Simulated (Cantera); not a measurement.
Feed: 1 mol Si, 2.3 mol H₂, held at 1648.15 K and 0.100 bar.

Equilibrium computed with Cantera from the NASA thermochemical tables; the gas is ideal and each condensed phase is pure. Candidate condensed phases: Si; 9 gas species. Rates play no part.

Q: What is the equilibrium state?

A: 
```
Item           Result
----------  ---------
x(H₂)           1.000
x(H)         0.000282
x(SiH₂)       8.49e-6
x(Si)         2.58e-6
x(SiH)        1.50e-6
n(Si(s))    1.000 mol
gas amount  2.300 mol
```
